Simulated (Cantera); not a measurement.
An isothermal, constant-pressure homogeneous reactor starts with N2O = 1 (molar parts), at 1525 K and 27.8 Torr. Integrator tolerance rtol = 1e-08.

Computed with Cantera and GRI-Mech 3.0 (53 species, 325 reactions). GRI-Mech 3.0 was tuned for natural gas; its chemistry of N2O as a main component is partial and can be far from experiment. Radical loss at walls, strong at low pressure, is not modelled. The temperature is held fixed by assumption; the heat of reaction is taken as removed at once.

Problem. What does this change do: pressure from 27.8 Torr to 20.0 Torr?

Solution. 
```
quantity                                            before                                    after
----------------  ----------------------------------------  ---------------------------------------
x(N2O) at 3.00 s  0.000620 (gas-phase equilibrium 1.73e-8)  0.00253 (gas-phase equilibrium 1.47e-8)
x(NO) at 3.00 s      0.170 (gas-phase equilibrium 0.00160)    0.171 (gas-phase equilibrium 0.00160)
x(O) at 3.00 s     1.97e-5 (gas-phase equilibrium 1.71e-5)  3.94e-5 (gas-phase equilibrium 2.01e-5)
x(NO2) at 3.00 s  0.000146 (gas-phase equilibrium 1.92e-6)  8.69e-5 (gas-phase equilibrium 1.63e-6)
x(N2) at 3.00 s        0.581 (gas-phase equilibrium 0.666)      0.579 (gas-phase equilibrium 0.666)
x(O2) at 3.00 s        0.248 (gas-phase equilibrium 0.333)      0.247 (gas-phase equilibrium 0.333)
```

Problem. What does this change do: temperature 1525 to 1225 K?

Solution. 
```
quantity                                            before                                    after
----------------  ----------------------------------------  ---------------------------------------
x(N2O) at 3.00 s  0.000620 (gas-phase equilibrium 1.73e-8)    0.853 (gas-phase equilibrium 3.35e-9)
x(NO) at 3.00 s      0.170 (gas-phase equilibrium 0.00160)  0.0113 (gas-phase equilibrium 0.000275)
x(O) at 3.00 s     1.97e-5 (gas-phase equilibrium 1.71e-5)  2.67e-6 (gas-phase equilibrium 1.27e-7)
x(NO2) at 3.00 s  0.000146 (gas-phase equilibrium 1.92e-6)  4.32e-6 (gas-phase equilibrium 9.96e-7)
x(N2) at 3.00 s        0.581 (gas-phase equilibrium 0.666)     0.0924 (gas-phase equilibrium 0.667)
x(O2) at 3.00 s        0.248 (gas-phase equilibrium 0.333)     0.0434 (gas-phase equilibrium 0.333)
```
The mechanism lacks the step 2 NO + O2 → 2 NO2, which can matter for NO2 below about 1400 K.
